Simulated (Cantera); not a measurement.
A perfectly stirred reactor is fed with H₂ : O₂ : N₂ = 0.26 : 1 : 0.66 (molar parts), equivalence ratio 0.13, at 0.0267 bar; it is held at 1325 K, and followed from long to short residence time.

Model: the H2/O2 subset of GRI-Mech 3.0, which has no nitrogen chemistry, integrated in Cantera. Radical loss at walls, strong at low pressure, is not modelled. The temperature is held fixed by assumption; the heat of reaction is taken as removed at once.

What does this change do: temperature 1325 to 973 K?


```json
[
 {"quantity": "x(H₂) at τ = 1.00 s", "before": "0.000343", "after": "0.00108"},
 {"quantity": "x(O₂) at τ = 1.00 s", "before": "0.484", "after": "0.486"},
 {"quantity": "x(O) at τ = 1.00 s", "before": "0.00182", "after": "0.000478"},
 {"quantity": "x(HO₂) at τ = 1.00 s", "before": "2.63e-6", "after": "8.56e-6"},
 {"quantity": "x(H) at τ = 1.00 s", "before": "0.000253", "after": "0.000108"},
 {"quantity": "x(H₂) at τ = 59.0 ms", "before": "0.00201", "after": "0.00532"},
 {"quantity": "x(O₂) at τ = 59.0 ms", "before": "0.476", "after": "0.485"},
 {"quantity": "x(O) at τ = 59.0 ms", "before": "0.0111", "after": "0.00249"},
 {"quantity": "x(HO₂) at τ = 59.0 ms", "before": "5.77e-6", "after": "1.52e-5"},
 {"quantity": "x(H) at τ = 59.0 ms", "before": "0.00386", "after": "0.00174"}
]
```

What does this change do: pressure from 0.0267 bar to 0.00320 bar?


```json
[
 {"quantity": "x(H₂) at τ = 1.00 s", "before": "0.000343", "after": "0.00345"},
 {"quantity": "x(O₂) at τ = 1.00 s", "before": "0.484", "after": "0.465"},
 {"quantity": "x(O) at τ = 1.00 s", "before": "0.00182", "after": "0.0246"},
 {"quantity": "x(HO₂) at τ = 1.00 s", "before": "2.63e-6", "after": "8.00e-7"},
 {"quantity": "x(H) at τ = 1.00 s", "before": "0.000253", "after": "0.0124"},
 {"quantity": "x(H₂) at τ = 59.0 ms", "before": "0.00201", "after": "0.00744"},
 {"quantity": "x(O₂) at τ = 59.0 ms", "before": "0.476", "after": "0.441"},
 {"quantity": "x(O) at τ = 59.0 ms", "before": "0.0111", "after": "0.0521"},
 {"quantity": "x(HO₂) at τ = 59.0 ms", "before": "5.77e-6", "after": "7.86e-7"},
 {"quantity": "x(H) at τ = 59.0 ms", "before": "0.00386", "after": "0.0383"}
]
```

What does this change do: H2 0.26 to 0.18 parts?


| quantity | before | after |
|---|---|---|
| x(H₂) at τ = 1.00 s | 0.000343 | 0.000242 |
| x(O₂) at τ = 1.00 s | 0.484 | 0.518 |
| x(O) at τ = 1.00 s | 0.00182 | 0.00187 |
| x(HO₂) at τ = 1.00 s | 2.63e-6 | 2.04e-6 |
| x(H) at τ = 1.00 s | 0.000253 | 0.000208 |
| x(H₂) at τ = 59.0 ms | 0.00201 | 0.00137 |
| x(O₂) at τ = 59.0 ms | 0.476 | 0.510 |
| x(O) at τ = 59.0 ms | 0.0111 | 0.0111 |
| x(HO₂) at τ = 59.0 ms | 5.77e-6 | 4.54e-6 |
| x(H) at τ = 59.0 ms | 0.00386 | 0.00304 |
